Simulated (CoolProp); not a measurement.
Vapour-liquid equilibrium of CH2F2 (R32) (1) + propylene (2) at -44.25 °C; x and y are mole fractions of (1).

The numbers come from the multi-fluid Helmholtz-energy mixture model, Tillner-Roth 1997 and Lemmon 2013; pair parameters Bell 2016 in CoolProp.

```csv
x,bubble pressure (kPa),y at the bubble point,dew pressure at overall composition x (kPa),liquid density (mol/L)
0.05,142.0,0.202,123.1,14.62
0.15,173.7,0.393,135.0,15.10
0.25,190.5,0.481,149.1,15.64
0.35,198.8,?,165.7,16.25
0.45,?,0.558,184.5,16.93
0.55,203.8,0.579,201.6,17.72
0.65,?,0.598,198.2,18.61
0.75,?,0.627,182.2,19.63
0.85,193.3,0.682,166.3,20.81
0.95,170.1,0.825,152.1,22.17
```

### Question
What belongs in the gaps?

### Answer

- 0.35, y at the bubble point: 0.529
- 0.45, bubble pressure (kPa): 202.5
- 0.65, bubble pressure (kPa): 203.5
- 0.75, bubble pressure (kPa): 201.2

y crosses x between x = 0.55 and 0.65: the model has an azeotrope there.

Pair parameters are fitted to limited data, so mixtures are less certain than the pure fluids. With so large a gap from Raoult's law the liquid may split in two, which this calculation doesn't test in full.
